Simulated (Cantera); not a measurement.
## Hydrocarbon pyrolysis for carbon deposition

A perfectly stirred reactor is fed with 9.09 % C₂H₆, 90.9 % N₂, at 240 Torr; it is held at 1200 K, and followed from long to short residence time.

Model: GRI-Mech 3.0 (53 species, 325 reactions), integrated in Cantera. GRI-Mech 3.0 stops at C3 and has no aromatics, soot or wall deposition, so with more carbon than oxygen in the feed, carbon stays in small species such as C2H2 where larger ones or solid carbon would form.

```tsv
τ (s)	x C₂H₆	x C₂H	x HCN	x CH₃	x CH₄	x C₂H₂	x CH₂
5.5	0.00101	1.18e-10	2.04e-11	5.01e-6	0.0172	0.0440	3.69e-11
1.3	0.00261	1.55e-10	1.89e-11	7.51e-6	0.0152	0.0366	8.69e-11
0.33	0.00726	1.53e-10	1.85e-11	1.21e-5	0.0135	0.0239	2.06e-10
0.080	0.0221	9.02e-11	1.68e-11	2.10e-5	0.00988	0.00957	4.80e-10
0.019	0.0552	2.81e-11	1.32e-11	3.32e-5	0.00408	0.00174	8.31e-10
0.0048	0.0800	6.83e-12	1.04e-11	3.79e-5	0.00103	0.000159	9.11e-10
0.0012	0.0886	1.07e-12	5.75e-12	3.07e-5	0.000193	7.03e-6	5.83e-10
0.00028	0.0907	<1e-12	<1e-12	1.50e-5	2.14e-5	5.68e-8	1.17e-10
```
x: mole fraction; the columns are a selection and need not sum to one.
